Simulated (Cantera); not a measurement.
A diamond (100) surface in a fixed gas of H2 with x(CH4) = 0.02, x(H) = 0.0011, at 1148 K, 225 Torr; coverages are run to steady state.

Cantera simulation using the Harris–Goodwin 1993 mechanism for the reconstructed diamond (100) surface; the numbers are that mechanism's predictions, not measurements.

One state of this run: growth (µm/h) = 51.4; θ c6HH = 0.452; θ c6H* = 0.0295; θ c6*H = 0.420; θ c6** = 0.0167; θ c6HM = 0.0504. θ: site fractions in the mechanism's names (c6HH fully hydrogenated, c6H* and c6*H radical sites, c6** diradical, c6HM methylated).

**Question.** Which value of x(CH3) does it belong to?
(A) 5.5e-06
(B) 0.0009
(C) 0.00038
(D) 1.3e-05

**Answer.** C, 0.00038
